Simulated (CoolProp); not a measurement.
Vapour-liquid equilibrium of R22 (1) + R142b (2) at 41.05 °C; x and y are mole fractions of (1).

Model: multi-fluid Helmholtz-energy mixture model, Kamei 1995 and Lemmon 2006; pair parameters Bell 2016, in CoolProp.

```csv
x,bubble pressure (kPa),y at the bubble point,dew pressure at overall composition x (kPa),liquid density (mol/L)
0.05,583.4,0.113,557.3,10.74
0.125,650.5,0.253,588.7,10.91
0.2,717.6,0.369,623.4,11.08
0.275,785.3,0.468,662.2,11.25
0.35,854.5,0.553,705.5,11.42
0.425,925.7,0.629,754.4,11.60
0.5,999.5,0.696,810.0,11.78
0.575,1076,0.756,873.9,11.97
0.65,1156,0.810,947.9,12.15
0.725,1240,0.859,1035,12.34
0.8,1326,0.903,1140,12.53
0.875,1417,0.943,1269,12.71
0.95,1510,0.978,1434,12.88
```

No azeotrope shows between x = 0.05 and 0.95.

Pair parameters are fitted to limited data, so mixtures are less certain than the pure fluids.
